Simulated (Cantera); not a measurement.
# Thermodynamics of carbothermic reduction, feed Cu₂O + C + N₂

Feed: 1 mol Cu₂O, a varied amount of C, 16 mol N₂, at 923 K and 1350 Torr.

Method: chemical equilibrium by Gibbs-energy minimisation in Cantera with the NASA 1993 tables (ideal gas, pure condensed phases). Candidate condensed phases: C, Cu, CuO, Cu₂O; 27 gas species. The numbers say what is thermodynamically allowed, not how fast it happens.

```csv
n(C) (mol),x N₂,x CO,x CO₂,n Cu(s),n C(graphite)
0.6,0.964,0.0120,0.0241,2.00,0
0.81,0.952,0.0369,0.0113,2.00,0
1,0.950,0.0406,0.00937,2.00,0.158
1.2,0.950,0.0406,0.00937,2.00,0.358
1.4,0.950,0.0406,0.00937,2.00,0.558
1.7,0.950,0.0406,0.00937,2.00,0.858
1.9,0.950,0.0406,0.00937,2.00,1.06
2.1,0.950,0.0406,0.00937,2.00,1.26
2.3,0.950,0.0406,0.00937,2.00,1.46
2.5,0.950,0.0406,0.00937,2.00,1.66
2.7,0.950,0.0406,0.00937,2.00,1.86
```
x: gas mole fraction; n: condensed amount in mol.

From 0.6 mol C to 0.81 mol C the condensed part is Cu(s). From 1 mol C to 2.7 mol C the condensed part is C(graphite) + Cu(s).
